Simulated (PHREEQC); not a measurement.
# Acid mine or pickling water: an equilibrium model

Synthetic water in mmol/kgw, 25 °C, pH 3.03, pe 10.6:

```tsv
constituent	mmol/kgw
Na	10.6
K	5.81
Ca	15
Mg	5.65
Cl	17
S(6)	20.4
Cd	0.628
```

Valence states are taken as typed.

Equilibrium calculation in PHREEQC: ion-association model, wateq4f.dat.

| Property | Result |
|---|---|
| ionic strength | 0.0714 mol/kgw |
| total alkalinity | -1.74 meq/kg |
| charge-balance error | 3.3 % |

| species | molality | activity | log γ |
|---|---|---|---|
| Cl- | 0.0168 | 0.0133 | -0.103 |
| SO4-2 | 0.0126 | 0.00522 | -0.382 |
| Ca+2 | 0.0104 | 0.00447 | -0.367 |
| Na+ | 0.0103 | 0.00829 | -0.096 |
| K+ | 0.00561 | 0.00442 | -0.103 |
| CaSO4 | 0.00457 | 0.00465 | 0.007 |
| Mg+2 | 0.00368 | 0.00163 | -0.353 |

Precipitation was switched off in this run.
